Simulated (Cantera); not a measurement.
V₂O₅ + H₂ + N₂ (hydrogen reduction and annealing atmospheres)

Charge: 1 mol V₂O₅, a varied amount of H₂, 7.3 mol N₂, held at 1248.15 K and 10.0 mbar.

Equilibrium computed with Cantera from the NASA thermochemical tables; the gas is ideal and each condensed phase is pure. Candidate condensed phases: H₂O, V, VN, VO, V₂O₃, V₂O₄, V₂O₅; 28 gas species. Condensed phases not in the tables: the oxides between V₂O₃ and V₂O₅ other than VO₂. Equilibrium is a limit: real reactors are often held back by kinetics, nucleation or transport.

| n(H₂) (mol) | x H₂ | x N₂ | x H₂O | x H | x NH₃ | x OH | n V₂O₃(s) |
|---|---|---|---|---|---|---|---|
| 26 | 0.721 | 0.219 | 0.0601 | 3.97e-6 | 4.41e-7 | 3.39e-9 | 1.00 |
| 43 | 0.815 | 0.145 | 0.0398 | 4.23e-6 | 4.32e-7 | 2.11e-9 | 1.00 |
| 72 | 0.883 | 0.0921 | 0.0252 | 4.40e-6 | 3.87e-7 | 1.28e-9 | 1.00 |
| 120 | 0.927 | 0.0573 | 0.0157 | 4.51e-6 | 3.29e-7 | 7.81e-10 | 1.00 |
| 200 | 0.955 | 0.0352 | 0.00965 | 4.58e-6 | 2.70e-7 | 4.72e-10 | 1.00 |
| 330 | 0.972 | 0.0216 | 0.00593 | 4.62e-6 | 2.17e-7 | 2.88e-10 | 1.00 |
| 540 | 0.983 | 0.0133 | 0.00365 | 4.64e-6 | 1.73e-7 | 1.76e-10 | 1.00 |
| 900 | 0.990 | 0.00805 | 0.00220 | 4.66e-6 | 1.36e-7 | 1.06e-10 | 1.00 |
| 1500 | 0.994 | 0.00484 | 0.00133 | 4.67e-6 | 1.06e-7 | 6.37e-11 | 1.00 |
x: gas mole fraction; n: condensed amount in mol.

From 26 mol H₂ to 1500 mol H₂ the condensed part is V₂O₃(s).
